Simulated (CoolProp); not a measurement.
Computed with CoolProp (reference Helmholtz-energy equation of state, Aleksandrov 2011). It is a short technical equation, of lower accuracy than the large ones.

Q: For n-undecane, give the phase and the density (kg/m³), speed of sound (m/s) at 257.3 K and 24.2 kPa; 511.4 K and 102 kPa.

A: 
- 257.3 K and 24.2 kPa: liquid; density 768, speed of sound 1450
- 511.4 K and 102 kPa: gas; density 3.94, speed of sound 159
